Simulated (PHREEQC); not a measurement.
Hard or scaling water

A solution holds 0.063 mol/kgw MgCl2, 0.00023 mol/kgw Na2CO3 and 0.00024 mol/kgw NaCl, at 25 °C. Closed to the air; pH follows from the charge balance.

Equilibrium calculation in PHREEQC: ion-association model, phreeqc.dat.

Precipitation was switched off in this run.

Predict the pH, specific conductance.

pH 9.06; specific conductance 11800 µS/cm.

In which forms is C present?

HCO3- 46 %, MgCO3 36 %, MgHCO3+ 12 %, CO3-2 5.8 % of the C.
